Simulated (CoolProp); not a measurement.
cis-2-butene along the isotherm 321 K: fugacity coefficient from the reference equation and from simpler models built on Tc = 435.8 K, pc = 42.36 bar, ω = 0.202; each cubic takes its own stable root.

Values from CoolProp's reference Helmholtz-energy equation of state, Lemmon 2005. It is a short technical equation, of lower accuracy than the large ones.

| p (bar) | phase | reference |
|---|---|---|
| 0.67 | gas | 0.9848 |
| 1.52 | gas | 0.9655 |
| 3.47 | gas | 0.9213 |
| 7.9 | liquid | 0.4883 |
| 18 | liquid | 0.2222 |
| 40.9 | liquid | 0.1061 |
| 93.1 | liquid | 0.05596 |
| 212 | liquid | 0.03698 |

**Question.** How far does each simpler model (van der Waals, Redlich-Kwong, Soave-Redlich-Kwong, Peng-Robinson) lie from the reference over these 8 states: mean and median of the absolute difference, and the worst?

**Answer.** 
- van der Waals: mean 100.6 %, median 111.0 %, worst +245.9 % at 321 K and 212 bar
- Redlich-Kwong: mean 22.0 %, median 31.8 %, worst +40.9 % at 321 K and 212 bar
- Soave-Redlich-Kwong: mean 2.5 %, median 2.0 %, worst +7.2 % at 321 K and 212 bar
- Peng-Robinson: mean 0.7 %, median 0.4 %, worst -2.9 % at 321 K and 212 bar

At some of these states van der Waals gives the other phase, because its saturation line lies elsewhere.
